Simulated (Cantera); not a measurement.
Input (Python, Cantera) and output of one run.

```python
import numpy as np
import cantera as ct

gas_names = """
    H HNO HNO2 HNO3 HO2 H2 H2O H2O2 N NH NH2 NH3 NH2OH NO NO2 NO3 N2 N2H2 N2H4 N2O O OH O2 O3 Si SiH
    SiH2 SiH3 SiH4 SiN SiO SiO2 Si2 Si2N Si3
""".split()
cond_names = """
    H2O(s) H2O(L) Si(cr) Si(L) SiO2(Lqz) SiO2(hqz) SiO2(L) Si2N2O(s) Si3N4(a)
""".split()


# ... load() reads the species with a 1 bar reference pressure and builds the phases ...
atoms = {
    'Si3N4': {'Si': 3, 'N': 4},
    'H2O': {'H': 2, 'O': 1},
    'N2': {'N': 2},
}
top_T = {'Si2N2O(s)': 2100, 'Si3N4(a)': 2400}  # K; cautious upper limits of use, not melting points


# ... equilibrate(T, P, feed) seeds the gas with the atoms and calls Mixture.equilibrate('TP', solver="vcs", rtol=1e-11, max_steps=5000) ...
results = []
feed = {'Si3N4': 1, 'H2O': 0.1, 'N2': 16}  # mol
P = 23  # Pa
for T in [1250, 1300, 1350, 1400, 1450, 1500, 1550, 1600, 1650, 1700, 1750, 1800, 1850]:
    mix = equilibrate(T, P, feed)
    results.append((T, P, feed, dict(zip(mix.species_names, mix.species_moles))))

top = {s: max(r[3][s] / sum(r[3][g] for g in gas_names) for r in results) for s in gas_names}
cols = sorted((s for s in top if top[s] > 1e-05), key=lambda s: -top[s])[:9]
seen = [c for c in cond_names if any(r[3].get(c, 0) > 1e-12 for r in results)]
print("log10 of partial pressures in bar; condensed amounts in mol")
print(f"{'T/K':>10s}" + "".join(f"{s[:9]:>10s}" for s in cols + seen))
for T, P, feed, n in results:
    ng = sum(n[g] for g in gas_names)
    print(f"{T:10.4g}" + "".join(f"{np.log10(max(n[s] / ng * P / 1e5, 1e-99)):10.3f}" for s in cols)
          + "".join(f"{n.get(c, 0):10.4g}" for c in seen))
```

It prints:

```
log10 of partial pressures in bar; condensed amounts in mol
       T/K        N2        Si        H2       SiO         H      Si2N       Si2       SiN       Si3    Si(cr)     Si(L) Si2N2O(s)  Si3N4(a)
      1250    -3.641   -13.252    -5.846   -10.330    -9.239   -16.564   -19.253   -14.409   -22.441         0         0       0.1    0.9333
      1300    -3.641   -12.138    -5.846    -9.395    -8.879   -15.143   -17.525   -13.423   -20.251         0         0   0.09997    0.9333
      1350    -3.641   -11.108    -5.846    -8.530    -8.546   -13.830   -15.927   -12.511   -18.226         0         0   0.09979    0.9334
      1400    -3.641   -10.152    -5.847    -7.729    -8.236   -12.611   -14.444   -11.665   -16.349         0         0   0.09869    0.9338
      1450    -3.641    -9.262    -5.848    -6.984    -7.948   -11.479   -13.066   -10.878   -14.604         0         0   0.09272    0.9357
      1500    -3.642    -8.433    -5.851    -6.290    -7.680   -10.423   -11.781   -10.145   -12.977         0         0   0.06392    0.9453
      1550    -3.644    -7.657    -5.855    -5.850    -7.429    -9.436   -10.578    -9.459   -11.456         0         0         0    0.9661
      1600    -3.643    -7.011    -5.909    -5.899    -7.219    -8.673    -9.614    -8.897   -10.274     2.892         0         0         0
      1650    -3.644    -6.572    -5.917    -5.899    -7.000    -8.292    -9.044    -8.537    -9.668     2.877         0         0         0
      1700    -3.645    -6.168    -5.929    -5.900    -6.796    -7.952    -8.527    -8.208    -9.125         0     2.843         0         0
      1750    -3.646    -5.824    -5.947    -5.901    -6.607    -7.704    -8.110    -7.934    -8.721         0     2.774         0         0
      1800    -3.650    -5.498    -5.975    -5.905    -6.434    -7.470    -7.717    -7.677    -8.340         0     2.633         0         0
      1850    -3.656    -5.191    -6.018    -5.911    -6.278    -7.252    -7.346    -7.435    -7.981         0     2.352         0         0
```

Cantera equilibrium calculation (NASA polynomials, part measured and part estimated; ideal gas, pure solids and liquids). Mutual solubility and eutectic melting of coexisting phases are not modelled. The tables' values for SiN are old estimates; treat these amounts as uncertain.
